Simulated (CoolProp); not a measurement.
Vapour-liquid equilibrium of CH2F2 (R32) (1) + R134a (2) at -32.45 °C; x and y are mole fractions of (1).

Values from CoolProp's multi-fluid Helmholtz-energy mixture model, Tillner-Roth 1997 and Tillner-Roth 1994; pair parameters Lemmon 2004.

```
x     bubble pressure (MPa)  y at the bubble point  dew pressure at overall composition x (MPa)  liquid density (mol/L)
----  ---------------------  ---------------------  -------------------------------------------  ----------------------
0.05                0.08406                  0.148                                      0.07783                   13.95
0.15                 0.1018                  0.364                                      0.08417                   14.51
0.25                 0.1192                  0.515                                      0.09160                   15.13
0.35                 0.1362                  0.627                                       0.1004                   15.79
0.45                 0.1531                  0.715                                       0.1110                   16.53
0.55                 0.1699                  0.787                                       0.1240                   17.33
0.65                 0.1867                  0.847                                       0.1402                   18.22
0.75                 0.2037                  0.898                                       0.1608                   19.21
0.85                 0.2208                  0.943                                       0.1877                   20.32
0.95                 0.2381                  0.982                                       0.2238                   21.57
```

No azeotrope shows between x = 0.05 and 0.95.

Pair parameters are fitted to limited data, so mixtures are less certain than the pure fluids.
